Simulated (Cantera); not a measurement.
A closed system holds: 1 mol Cr2O3, 2.5 mol H2, 0.53 mol N2, equilibrated at 0.270 bar.

Method: chemical equilibrium by Gibbs-energy minimisation in Cantera with the NASA 1993 tables (ideal gas, pure condensed phases). Candidate condensed phases: Cr, CrN, Cr2N, Cr2O3, H2O; 29 gas species. Mutual solubility and eutectic melting of coexisting phases are not modelled. The numbers say what is thermodynamically allowed, not how fast it happens.

x: gas mole fraction; n: condensed amount in mol.

```json
[
 {"T (K)": "1673", "x H2": "0.822", "x N2": "0.175", "x H2O": "0.00284", "x Cr": "5.00e-5", "x H": "0.000199", "x CrO": "7.46e-8", "n Cr(s)": "0.00559", "n Cr2O3(s)": "0.997"},
 {"T (K)": "1698", "x H2": "0.822", "x N2": "0.175", "x H2O": "(withheld)", "x Cr": "(withheld)", "x H": "(withheld)", "x CrO": "(withheld)", "n Cr(s)": "(withheld)", "n Cr2O3(s)": "0.997"},
 {"T (K)": "1723", "x H2": "0.821", "x N2": "0.175", "x H2O": "0.00368", "x Cr": "0.000111", "x H": "0.000318", "x CrO": "2.32e-7", "n Cr(s)": "0.00709", "n Cr2O3(s)": "0.996"},
 {"T (K)": "1748", "x H2": "0.820", "x N2": "0.175", "x H2O": "0.00416", "x Cr": "0.000162", "x H": "0.000398", "x CrO": "3.98e-7", "n Cr(s)": "0.00791", "n Cr2O3(s)": "0.996"},
 {"T (K)": "1773", "x H2": "0.820", "x N2": "0.175", "x H2O": "0.00468", "x Cr": "0.000234", "x H": "0.000496", "x CrO": "6.73e-7", "n Cr(s)": "0.00875", "n Cr2O3(s)": "0.995"},
 {"T (K)": "1798", "x H2": "0.819", "x N2": "0.175", "x H2O": "0.00526", "x Cr": "0.000334", "x H": "0.000613", "x CrO": "1.12e-6", "n Cr(s)": "0.00961", "n Cr2O3(s)": "0.995"},
 {"T (K)": "1823", "x H2": "0.818", "x N2": "0.175", "x H2O": "0.00588", "x Cr": "0.000473", "x H": "0.000754", "x CrO": "1.84e-6", "n Cr(s)": "0.0105", "n Cr2O3(s)": "0.994"},
 {"T (K)": "1848", "x H2": "0.817", "x N2": "0.175", "x H2O": "0.00657", "x Cr": "0.000662", "x H": "0.000922", "x CrO": "2.98e-6", "n Cr(s)": "0.0113", "n Cr2O3(s)": "0.993"},
 {"T (K)": "1873", "x H2": "0.816", "x N2": "0.175", "x H2O": "0.00730", "x Cr": "0.000918", "x H": "0.00112", "x CrO": "4.76e-6", "n Cr(s)": "0.0120", "n Cr2O3(s)": "0.993"},
 {"T (K)": "1898", "x H2": "0.815", "x N2": "0.175", "x H2O": "0.00810", "x Cr": "0.00126", "x H": "0.00136", "x CrO": "7.51e-6", "n Cr(s)": "0.0126", "n Cr2O3(s)": "0.992"},
 {"T (K)": "1923", "x H2": "0.813", "x N2": "0.174", "x H2O": "(withheld)", "x Cr": "(withheld)", "x H": "(withheld)", "x CrO": "(withheld)", "n Cr(s)": "0.0129", "n Cr2O3(s)": "0.991"},
 {"T (K)": "1948", "x H2": "0.811", "x N2": "0.174", "x H2O": "0.00988", "x Cr": "0.00232", "x H": "0.00196", "x CrO": "1.80e-5", "n Cr(s)": "0.0129", "n Cr2O3(s)": "0.990"},
 {"T (K)": "1973", "x H2": "0.809", "x N2": "0.174", "x H2O": "0.0109", "x Cr": "0.00312", "x H": "0.00234", "x CrO": "2.74e-5", "n Cr(s)": "0.0125", "n Cr2O3(s)": "0.989"},
 {"T (K)": "1998", "x H2": "0.807", "x N2": "0.174", "x H2O": "0.0119", "x Cr": "0.00414", "x H": "0.00277", "x CrO": "4.12e-5", "n Cr(s)": "0.0115", "n Cr2O3(s)": "0.988"}
]
```

### Question
Complete the blanks.

### Answer

- 1923, x H2O: 0.00896
- 1923, x Cr: 0.00172
- 1923, x H: 0.00163
- 1923, x CrO: 1.17e-5
- 1698, x H2O: 0.00324
- 1698, x Cr: 7.48e-5
- 1698, x H: 0.000252
- 1698, x CrO: 1.33e-7
- 1698, n Cr(s): 0.00632
